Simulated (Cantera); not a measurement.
A perfectly stirred reactor is fed with CO : O2 : H2O : N2 = 0.0031 : 0.0045 : 0.00014 : 1 (molar parts), at 26000 Pa; it is held at 1000 K, and followed from long to short residence time.

Computed with Cantera and GRI-Mech 3.0 (53 species, 325 reactions).

Problem. Predict: x(CO) at τ = 2.10 s; x(O2) at τ = 2.10 s; x(H2O) at τ = 2.10 s; x(OH) at τ = 2.10 s; x(H2) at τ = 2.10 s; x(CO) at τ = 31.0 ms; x(O2) at τ = 31.0 ms; x(H2O) at τ = 31.0 ms.

Solution. 
```json
{
 "x(CO) at τ = 2.10 s": "0.00121",
 "x(O2) at τ = 2.10 s": "0.00353",
 "x(H2O) at τ = 2.10 s": "0.000135",
 "x(OH) at τ = 2.10 s": "1.02e-6",
 "x(H2) at τ = 2.10 s": "2.07e-6",
 "x(CO) at τ = 31.0 ms": "0.00308",
 "x(O2) at τ = 31.0 ms": "0.00447",
 "x(H2O) at τ = 31.0 ms": "0.000139"
}
```
